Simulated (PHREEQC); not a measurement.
**Buffer (model solution)**

Solution (20 °C): 0.29 mol NaHSO4 and 0.034 mol KOH per kg of water. Closed to the air; pH follows from the charge balance.

Equilibrium calculation in PHREEQC: ion-association model, phreeqc.dat.

Each row changes one thing in this solution. This is a speciation only: nothing precipitates in the calculation.

```tsv
case	pH	ionic strength (mol/kgw)
as made	1.16	0.479
NaHSO4 left out	12.62	0.0340
0.028 mol/kgw NaH2PO4 added	1.22	?
KOH left out	1.08	0.459
KOH from 0.034 to 0.0034 mol/kgw	1.08	?
```

Task: Complete the blanks.

Result: 
- 0.028 mol/kgw NaH2PO4 added, ionic strength (mol/kgw): 0.499
- KOH from 0.034 to 0.0034 mol/kgw, ionic strength (mol/kgw): 0.461
